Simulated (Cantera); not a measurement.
An adiabatic, constant-volume homogeneous reactor starts with CH4 : C2H6 : O2 : N2 = 1 : 0.083 : 1.91 : 12.8 (molar parts), equivalence ratio 1.2, at 1125 K and 5.00 bar.

Cantera simulation using GRI-Mech 3.0 (53 species, 325 reactions); the numbers are that mechanism's predictions, not measurements.

**Question.** Predict: time of steepest temperature rise; temperature at 0.300 s; equilibrium temperature; x(O2) at 0.300 s; x(CH2O) at 0.300 s; x(OH) at 0.300 s; x(NO) at 0.300 s.

**Answer.** 
| Item | Result |
|---|---|
| time of steepest temperature rise | 7.42 ms |
| temperature at 0.300 s | 2560 K |
| equilibrium temperature | 2560 K |
| x(O2) at 0.300 s | 0.000306 (gas-phase equilibrium 0.000306) |
| x(CH2O) at 0.300 s | 2.47e-9 (gas-phase equilibrium 2.47e-9) |
| x(OH) at 0.300 s | 0.00202 (gas-phase equilibrium 0.00202) |
| x(NO) at 0.300 s | 0.000977 (gas-phase equilibrium 0.000977) |
